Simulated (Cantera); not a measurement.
Feed: 1 mol SrCl2, 0.18 mol H2O, 47 mol H2, held at 1150 °C and 0.260 Pa.

Cantera equilibrium calculation (NASA polynomials, part measured and part estimated; ideal gas, pure solids and liquids). Candidate condensed phases: H2O, Sr, SrCl2, SrO, Sr(OH)2; 20 gas species. The numbers say what is thermodynamically allowed, not how fast it happens.

Base state: H2 0.969, SrCl2 0.0188, H 0.00406, H2O 0.00372, HCl 0.00265, SrCl 0.00102, Sr 0.000817 (mole fractions); condensed: gas only.

What changes in the equilibrium state with this change: temperature from 1150 °C to 577 °C?


```json
[
 {"species": "H2", "before": "0.969", "after": "0.996"},
 {"species": "H2O", "before": "0.00372", "after": "0.00379"},
 {"species": "HCl", "before": "0.00265", "after": "5.71e-5"},
 {"species": "SrCl2", "before": "0.0188", "after": "5.96e-7"},
 {"species": "H", "before": "0.00406", "after": "1.27e-8"},
 {"species": "SrCl", "before": "0.00102", "after": "<1e-9"},
 {"species": "Sr", "before": "0.000817", "after": "<1e-9"},
 {"species": "SrCl2(s), mol", "before": "0", "after": "0.999"},
 {"species": "SrO(s), mol", "before": "0", "after": "0.00135"}
]
```
Condensed phases not in the tables: oxide chlorides.

What changes in the equilibrium state with this change: H2O from 0.18 to 13 mol?


```
species        before    after
-----------  --------  -------
H2              0.969    0.767
H2O           0.00372    0.206
HCl           0.00265   0.0137
SrCl2          0.0188  0.00944
Sr           0.000817  1.21e-5
OH            3.39e-7  2.11e-5
SrCl          0.00102  8.75e-5
Cl            9.10e-6  5.29e-5
H             0.00406  0.00362
SrO(s), mol         0    0.417
```
Condensed phases not in the tables: oxide chlorides.
